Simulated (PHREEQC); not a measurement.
Consider water at 20 °C with 0.036 mol CdCl2, 0.0065 mol CuCl2, 0.14 mol H2SO4 and 0.096 mol NaCl per kg of water. Closed to the air; pH follows from the charge balance.

Computed with PHREEQC (ion-association model, phreeqc.dat).

This is a speciation only: nothing precipitates in the calculation.

Task: What pH, ionic strength, density does the model give?

Result: pH 0.86; ionic strength 0.348 mol/kgw; density 1.017 g/cm³.

Task: In which forms is Na present?

Result: Na+ 97 %, NaSO4- 3.1 % of the Na.
